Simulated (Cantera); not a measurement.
A closed system holds: 1 mol n-butane, 0.18 mol H2O, a varied amount of N2, at 573 K and 10.0 mbar.

Cantera equilibrium calculation (NASA polynomials, part measured and part estimated; ideal gas, pure solids and liquids). Candidate condensed phases: C, C6H6, C7H8, C8H18, H2O; 136 gas species. Equilibrium is a limit: real reactors are often held back by kinetics, nucleation or transport.

**Question.** At 1.1 mol N2, list the 7 most abundant gas species with their mole fractions, and the condensed phases.

**Answer.** H2 0.400, CH4 0.330, N2 0.233, H2O 0.0370, CO2 0.000482, CO 0.000127, NH3 8.24e-5. Condensed: C(graphite).
